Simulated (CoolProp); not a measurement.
Propyne along the isotherm 296.4 K: fugacity coefficient from the reference equation and from simpler models built on Tc = 402.7 K, pc = 5.658 MPa, ω = 0.204; each cubic takes its own stable root.

Computed with CoolProp (reference Helmholtz-energy equation of state, Polt 1992). This equation is an older, rougher fit; its heat capacities, sound speeds and derivatives of the liquid may be far off and weren't checked against measurements.

| p (MPa) | phase | reference |
|---|---|---|
| 0.566 | liquid | 0.8865 |
| 1.13 | liquid | 0.4507 |
| 1.7 | liquid | 0.3041 |
| 2.26 | liquid | 0.2322 |
| 2.83 | liquid | 0.1882 |
| 3.39 | liquid | 0.1595 |
| 3.96 | liquid | 0.1386 |
| 4.53 | liquid | 0.1229 |
| 5.09 | liquid | 0.1110 |
| 5.66 | liquid | 0.1014 |
| 6.22 | liquid | 0.09359 |
| 6.79 | liquid | 0.08702 |
| 7.35 | liquid | 0.08157 |
| 7.92 | liquid | 0.07683 |
| 8.49 | liquid | 0.07274 |

Q: How far does each simpler model (Redlich-Kwong, Soave-Redlich-Kwong) lie from the reference over these 15 states: mean and median of the absolute difference, and the worst?

A: 
- Redlich-Kwong: mean 32.2 %, median 34.2 %, worst +35.9 % at 296.4 K and 8.49 MPa
- Soave-Redlich-Kwong: mean 3.2 %, median 3.3 %, worst +4.2 % at 296.4 K and 8.49 MPa

At some of these states Redlich-Kwong gives the other phase, because its saturation line lies elsewhere.
